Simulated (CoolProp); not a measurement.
A single-stage vapour-compression cycle with R507A: evaporating at 253.15 K (dew point), condensing at 323.15 K (bubble point), superheat 2 K, subcooling 2 K, compressor efficiency 0.6, no pressure losses. Each further row changes one setting.

Values from CoolProp's reference Helmholtz-energy equation of state, Lemmon 2003. It is a pseudo-pure fit of the blend.

```
case                              cooling COP  pressure ratio  discharge temperature (K)  refrigerating effect (kJ/kg)  volumetric capacity (kJ/m³)
--------------------------------  -----------  --------------  -------------------------  ----------------------------  ---------------------------
as stated                                1.20            7.51                      353.3                          79.8                         1290
evaporating temperature 258.15 K   (withheld)      (withheld)                      350.5                          82.6                         1600
condensing temperature 318.15 K    (withheld)            6.69                 (withheld)                          88.4                         1430
subcooling 7 K                           1.34            7.51                      353.3                    (withheld)                         1440
superheat 12 K                           1.26            7.51                      364.2                    (withheld)                   (withheld)
compressor efficiency 0.5          (withheld)            7.51                      364.2                          79.8                         1290
```

**Question.** What belongs in the gaps?

**Answer.** 
- evaporating temperature 258.15 K, cooling COP: 1.38
- evaporating temperature 258.15 K, pressure ratio: 6.26
- condensing temperature 318.15 K, cooling COP: 1.41
- condensing temperature 318.15 K, discharge temperature (K): 347.2
- subcooling 7 K, refrigerating effect (kJ/kg): 88.8
- superheat 12 K, refrigerating effect (kJ/kg): 88.6
- superheat 12 K, volumetric capacity (kJ/m³): 1360
- compressor efficiency 0.5, cooling COP: 1.00
